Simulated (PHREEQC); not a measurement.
Solution (25 °C): 13 mmol/kgw Na2SO4. Closed to the air; pH follows from the charge balance.

Model: ion-association model, phreeqc.dat, run in PHREEQC.

Each row changes one thing in this solution. No solid was allowed to form.

| case | pH | ionic strength (mol/kgw) |
|---|---|---|
| as made | 7.09 | 0.0375 |
| temperature from 25 to 75 °C | 6.58 | 0.0372 |
| diluted 2-fold with water | 7.06 | 0.0190 |
| Na2SO4 replaced by Na2SiF6 at the same molality | 3.16 | 0.0391 |
| Na2SO4 replaced by CaSO4 at the same molality | 7.06 | 0.0367 |

Species that the database lacks are ignored. Some of these states are supersaturated (in Quartz (slow to form), Chalcedony (slow to form), for instance). Away from 25 °C the constants follow the database's enthalpies or fits; those with neither stay at their 25 °C values. SiF6-2 is the database's only silicon fluoride.
